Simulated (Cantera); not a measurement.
**Premixed flame**

A freely propagating, adiabatic, planar premixed flame of 20.9 % H2, 16.6 % O2, 62.4 % N2, equivalence ratio 0.63, unburnt at 700 K and 100000 Pa; multicomponent transport, grid criteria slope 0.08 and curve 0.16, no radiation.

Computed with Cantera and the H2/O2 subset of GRI-Mech 3.0, which has no nitrogen chemistry. Burning velocities carry a grid error of a few per cent, more on coarse grids. Lean hydrogen flames are cellular in practice and burn faster than this planar one.

| z (mm) | T (K) | u (m/s) | x H2 | x O2 | x H | x OH | x O | x H2O2 |
|---|---|---|---|---|---|---|---|---|
| -1.40 | 700 | 6.84 | 0.209 | 0.166 | <1e-8 | <1e-8 | <1e-8 | <1e-8 |
| -0.935 | 700 | 6.84 | 0.209 | 0.166 | <1e-8 | <1e-8 | <1e-8 | <1e-8 |
| -0.701 | 700 | 6.84 | 0.209 | 0.166 | <1e-8 | <1e-8 | <1e-8 | <1e-8 |
| -0.467 | 700 | 6.84 | 0.209 | 0.166 | 4.19e-7 | <1e-8 | 2.86e-8 | <1e-8 |
| -0.234 | 723 | 7.02 | 0.203 | 0.167 | 0.000331 | 9.04e-5 | 2.34e-5 | 4.45e-6 |
| -0.117 | 895 | 8.51 | 0.170 | 0.161 | 0.00519 | 0.000770 | 0.000590 | 9.45e-6 |
| 0 | 1249 | 11.5 | 0.0875 | 0.127 | 0.0230 | 0.00415 | 0.00625 | 6.99e-6 |
| 0.117 | 1518 | 13.9 | 0.0312 | 0.0863 | 0.0303 | 0.00980 | 0.0137 | 3.69e-6 |
| 0.234 | 1658 | 15.1 | 0.0194 | 0.0748 | 0.0255 | 0.0126 | 0.0148 | 2.05e-6 |
| 0.467 | 1804 | 16.3 | 0.0154 | 0.0708 | 0.0169 | 0.0144 | 0.0125 | 1.07e-6 |
| 0.935 | 1942 | 17.3 | 0.0116 | 0.0688 | 0.00933 | 0.0147 | 0.00891 | 5.99e-7 |
| 1.87 | 2053 | 18.2 | 0.00747 | 0.0677 | 0.00420 | 0.0133 | 0.00545 | 3.77e-7 |
| 3.74 | 2133 | 18.8 | 0.00396 | 0.0676 | 0.00149 | 0.0105 | 0.00281 | 2.56e-7 |
x: mole fraction of selected species; z is measured from the peak of heat release.

```
Quantity                     Value
------------------------  --------
laminar burning velocity  684 cm/s
thermal thickness         0.467 mm
peak x(H)                   0.0305
peak x(OH)                  0.0148
peak x(O)                   0.0149
peak x(H2O2)               9.52e-6
```
